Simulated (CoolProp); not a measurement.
Model: reference Helmholtz-energy equation of state, Akasaka 2015, in CoolProp.

Task: For R245fa, give the phase and the Joule-Thomson coefficient (K/MPa), expansivity (1/kK) at 21.65 °C and 5.7 bar; 20.65 °C and 49.7 bar.

Result: 
- 21.65 °C and 5.7 bar: liquid; Joule-Thomson coefficient -0.234, expansivity 1.99
- 20.65 °C and 49.7 bar: liquid; Joule-Thomson coefficient -0.258, expansivity 1.86
